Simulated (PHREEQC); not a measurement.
Dissolve 6.1 mmol/kgw HF, 0.46 mmol/kgw NH4HF2 and 12 mmol/kgw (NH4)2SiF6 at 25 °C. Closed to the air; pH follows from the charge balance.

Equilibrium calculation in PHREEQC: ion-association model, wateq4f.dat.

Each row changes one thing in this solution. No solid was allowed to form.

```json
[
 {"case": "as made", "pH": "2.79", "ionic strength (mol/kgw)": "0.0383", "HF (mol/kgw)": "0.00459", "F- (mol/kgw)": "0.00231", "H2F2 (mol/kgw)": "5.54e-5", "HF2- (mol/kgw)": "4.10e-5", "SI of Quartz (SiO2)": "-0.95"},
 {"case": "0.00044 mol/kgw NaOH added", "pH": "2.85", "ionic strength (mol/kgw)": "0.0385", "HF (mol/kgw)": "0.00439", "F- (mol/kgw)": "0.00252", "H2F2 (mol/kgw)": "5.06e-5", "HF2- (mol/kgw)": "4.28e-5", "SI of Quartz (SiO2)": "-0.94"},
 {"case": "diluted 5-fold with water", "pH": "3.10", "ionic strength (mol/kgw)": "0.00784", "HF (mol/kgw)": "0.00167", "F- (mol/kgw)": "0.00156", "H2F2 (mol/kgw)": "7.27e-6", "HF2- (mol/kgw)": "9.98e-6", "SI of Quartz (SiO2)": "?"},
 {"case": "NH4HF2 left out", "pH": "2.77", "ionic strength (mol/kgw)": "0.0379", "HF (mol/kgw)": "0.00412", "F- (mol/kgw)": "0.00198", "H2F2 (mol/kgw)": "4.47e-5", "HF2- (mol/kgw)": "3.15e-5", "SI of Quartz (SiO2)": "-0.62"},
 {"case": "0.00098 mol/kgw Na2SO4 added", "pH": "?", "ionic strength (mol/kgw)": "0.0409", "HF (mol/kgw)": "0.00455", "F- (mol/kgw)": "0.00235", "H2F2 (mol/kgw)": "5.45e-5", "HF2- (mol/kgw)": "4.14e-5", "SI of Quartz (SiO2)": "-0.95"},
 {"case": "diluted 10-fold with water", "pH": "3.18", "ionic strength (mol/kgw)": "0.00400", "HF (mol/kgw)": "0.00135", "F- (mol/kgw)": "0.00145", "H2F2 (mol/kgw)": "4.74e-6", "HF2- (mol/kgw)": "7.52e-6", "SI of Quartz (SiO2)": "+0.53"}
]
```

What belongs in the gaps?


- diluted 5-fold with water, SI of Quartz (SiO2): +0.47
- 0.00098 mol/kgw Na2SO4 added, pH: 2.80

Some of these states are supersaturated (in Quartz (slow to form), Chalcedony (slow to form), for instance). SiF6-2 is the database's only silicon fluoride.
